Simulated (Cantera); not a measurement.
Input: 1 mol MgO, 0.66 mol CH₄, 1 mol H₂, 3.1 mol CO, at 1223 K and 32.0 Pa.

Equilibrium computed with Cantera from the NASA thermochemical tables; the gas is ideal and each condensed phase is pure. Candidate condensed phases: C, C₆H₆, C₇H₈, C₈H₁₈, H₂O, Mg, MgCO₃, MgO, Mg(OH)₂; 116 gas species. The numbers say what is thermodynamically allowed, not how fast it happens.

### Question
What is the equilibrium state?

### Answer
* **x(CO)**: 0.572
* **x(H₂)**: 0.428
* **x(Mg)**: 0.000123
* **x(H)**: 1.10e-5
* **x(H₂O)**: 1.57e-6
* **x(CO₂)**: 1.44e-6
* **n(C(graphite))**: 0.659 mol
* **n(MgO(s))**: 0.999 mol
* **gas amount**: 5.421 mol
* **log10 activity of Mg(l) (absent)**: -6.83
